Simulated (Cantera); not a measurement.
An adiabatic, constant-volume homogeneous reactor starts with CH₄ : C₂H₆ : O₂ : N₂ = 1 : 0.076 : 1.8 : 18.9 (molar parts), at 1750 K and 10.0 bar.

Detailed kinetics in Cantera: GRI-Mech 3.0 (53 species, 325 reactions).

Problem. Predict: time of steepest temperature rise; temperature at 3.00 s; equilibrium temperature; x(O₂) at 3.00 s; x(NO) at 3.00 s; x(H₂O₂) at 3.00 s.

Solution. 
- time of steepest temperature rise: 24.0 µs
- temperature at 3.00 s: 2698 K
- equilibrium temperature: 2698 K
- x(O₂) at 3.00 s: 0.000376 (gas-phase equilibrium 0.000376)
- x(NO) at 3.00 s: 0.00140 (gas-phase equilibrium 0.00140)
- x(H₂O₂) at 3.00 s: 6.63e-8 (gas-phase equilibrium 6.63e-8)
